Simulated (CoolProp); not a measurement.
R404A along the isotherm 334.6 K: fugacity coefficient from the reference equation and from simpler models built on Tc = 345.3 K, pc = 37.35 bar, ω = 0.293; each cubic takes its own stable root.

Model: reference Helmholtz-energy equation of state, Lemmon 2003, in CoolProp. It is a pseudo-pure fit of the blend.

```json
[
 {"p (bar)": "9.34", "phase": "gas", "reference": "0.9002", "van der Waals": "0.9203", "Soave-Redlich-Kwong": "0.9066"},
 {"p (bar)": "18.7", "phase": "gas", "reference": "0.8027", "van der Waals": "0.8404", "Soave-Redlich-Kwong": "0.8148"},
 {"p (bar)": "46.7", "phase": "liquid", "reference": "0.4680", "van der Waals": "0.5504", "Soave-Redlich-Kwong": "0.4916"},
 {"p (bar)": "56", "phase": "liquid", "reference": "0.4048", "van der Waals": "0.4863", "Soave-Redlich-Kwong": "0.4288"},
 {"p (bar)": "65.4", "phase": "liquid", "reference": "0.3594", "van der Waals": "0.4404", "Soave-Redlich-Kwong": "0.3835"},
 {"p (bar)": "74.7", "phase": "liquid", "reference": "0.3259", "van der Waals": "0.4068", "Soave-Redlich-Kwong": "0.3502"},
 {"p (bar)": "84", "phase": "liquid", "reference": "0.2999", "van der Waals": "0.3813", "Soave-Redlich-Kwong": "0.3244"},
 {"p (bar)": "93.4", "phase": "liquid", "reference": "0.2792", "van der Waals": "0.3612", "Soave-Redlich-Kwong": "0.3038"}
]
```
